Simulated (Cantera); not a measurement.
Input: 1 mol Pb, 0.17 mol H₂O, a varied amount of CO, equilibrated at 1475 K and 7.50 Torr.

Equilibrium computed with Cantera from the NASA thermochemical tables; the gas is ideal and each condensed phase is pure. Candidate condensed phases: C, C₆H₆, C₇H₈, C₈H₁₈, H₂O, Pb, PbO, PbO₂, Pb₃O₄; 113 gas species. The numbers say what is thermodynamically allowed, not how fast it happens.

x: gas mole fraction; nothing condenses.

```csv
n(CO) (mol),x CO,x Pb,x H₂,x CO₂,x H₂O
0.95,0.390,0.472,0.0584,0.0584,0.0217
1.6,…,…,…,…,…
2.8,0.668,0.252,0.0376,0.0376,0.00525
4.7,0.774,0.170,0.0267,0.0267,0.00228
8.1,0.856,0.108,0.0174,0.0175,0.000883
14,0.912,0.0659,0.0109,0.0109,0.000322
23,0.945,0.0414,0.00690,0.00691,0.000125
40,0.967,…,…,…,…
68,0.981,0.0145,0.00244,0.00244,1.51e-5
```

Question: What belongs in the gaps?

Answer: 
- 1.6, x CO: 0.528
- 1.6, x Pb: 0.361
- 1.6, x H₂: 0.0497
- 1.6, x CO₂: 0.0497
- 1.6, x H₂O: 0.0116
- 40, x Pb: 0.0243
- 40, x H₂: 0.00408
- 40, x CO₂: 0.00409
- 40, x H₂O: 4.28e-5
